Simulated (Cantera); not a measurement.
A closed system holds: 1 mol PbS, 0.43 mol H₂, equilibrated at 1898.15 K and 91000 Pa.

Method: chemical equilibrium by Gibbs-energy minimisation in Cantera with the NASA 1993 tables (ideal gas, pure condensed phases). Candidate condensed phases: Pb, PbS, S; 10 gas species. The numbers say what is thermodynamically allowed, not how fast it happens.

Base state: PbS 0.556, H₂ 0.250, Pb 0.115, S₂ 0.0368, H₂S 0.0361, SH 0.00540, H 0.000410, S 0.000317 (mole fractions); condensed: gas only.

What changes in the equilibrium state with this change: pressure from 91000 Pa to 44.0 Pa?


```json
[
 {"species": "Pb", "before": "0.115", "after": "0.429"},
 {"species": "H₂", "before": "0.250", "after": "0.213"},
 {"species": "S₂", "before": "0.0368", "after": "0.191"},
 {"species": "PbS", "before": "0.556", "after": "0.104"},
 {"species": "S", "before": "0.000317", "after": "0.0329"},
 {"species": "H", "before": "0.000410", "after": "0.0172"},
 {"species": "H₂S", "before": "0.0361", "after": "0.00155"},
 {"species": "SH", "before": "0.00540", "after": "0.0114"},
 {"species": "Pb₂", "before": "7.23e-5", "after": "4.84e-7"}
]
```

What changes in the equilibrium state with this change: 0.011 mol NH₃ added?


```tsv
species	before	after
PbS	0.556	0.547
H₂	0.250	0.256
Pb	0.115	0.114
N₂	0	0.00364
S₂	0.0368	0.0361
H₂S	0.0361	0.0367
Pb₂	7.23e-5	7.13e-5
H	0.000410	0.000415
S	0.000317	0.000314
SH	0.00540	0.00541
```

What changes in the equilibrium state with this change: temperature from 1898.15 K to 2148.15 K?


```tsv
species	before	after
PbS	0.556	0.460
H₂	0.250	0.244
Pb	0.115	0.182
S₂	0.0368	0.0712
SH	0.00540	0.0128
H₂S	0.0361	0.0252
S	0.000317	0.00220
H	0.000410	0.00216
Pb₂	7.23e-5	0.000112
```
